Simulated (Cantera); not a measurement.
A closed system holds: 1 mol SiF₄, 0.055 mol C₂H₂, 260 mol H₂, 0.0034 mol C₃H₈, at 1225 °C and 13300 Pa.

Method: chemical equilibrium by Gibbs-energy minimisation in Cantera with the NASA 1993 tables (ideal gas, pure condensed phases). Candidate condensed phases: C, C₆H₆, C₇H₈, C₈H₁₈, Si, SiC; 113 gas species. The tables' values for SiF₃, SiF₂ are old estimates; treat these amounts as uncertain. The numbers say what is thermodynamically allowed, not how fast it happens.

Base state: H₂ 0.994, HF 0.00291, SiF₄ 0.00225, SiF₃ 0.000664, SiHF₃ 0.000371, SiF₂ 0.000112, CH₄ 6.00e-5, H 4.69e-5 (mole fractions); condensed: SiC(s).

Q: What changes in the equilibrium state with this change: SiF₄ replaced by Si(CH₃)₄?

A: 
```tsv
species	before	after
H₂	0.994	1.000
CH₄	6.00e-5	0.000346
H	4.69e-5	4.71e-5
HF	0.00291	0
SiF₄	0.00225	0
SiF₃	0.000664	0
SiHF₃	0.000371	0
SiF₂	0.000112	0
SiC(s), mol	0.104	1.000
C(graphite), mol	0	3.02
```
